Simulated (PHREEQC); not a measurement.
Dissolve 0.074 mol CuSO4 and 0.0011 mol NaCl per kg of water at 20 °C. Closed to the air; pH follows from the charge balance.

The numbers come from PHREEQC with the ion-association model, wateq4f.dat.

```
Property               Result
--------------  -------------
pH                       4.62
ionic strength  0.161 mol/kgw
```

| species | molality | activity | log γ |
|---|---|---|---|
| Cu+2 | 0.0399 | 0.0140 | -0.454 |
| SO4-2 | 0.0399 | 0.0127 | -0.496 |
| CuSO4 | 0.0340 | 0.0353 | 0.016 |
| Cl- | 0.00107 | 0.000781 | -0.137 |
| Na+ | 0.00104 | 0.000785 | -0.121 |
| NaSO4- | 6.37e-5 | 4.85e-5 | -0.119 |
| HSO4- | 3.54e-5 | 2.64e-5 | -0.127 |
| CuCl+ | 3.12e-5 | 2.30e-5 | -0.133 |
| H+ | 2.94e-5 | 2.37e-5 | -0.093 |
| Cu2(OH)2+2 | 2.79e-5 | 9.21e-6 | -0.481 |
| CuOH+ | 8.02e-6 | 5.91e-6 | -0.133 |
| Cu(OH)2 | 5.00e-7 | 5.19e-7 | 0.016 |
| CuCl2 | 8.79e-9 | 9.13e-9 | 0.016 |

No solid was allowed to form. Examples of supersaturated solids here: Antlerite, Brochantite. Others may be too. Species that the database lacks are ignored.
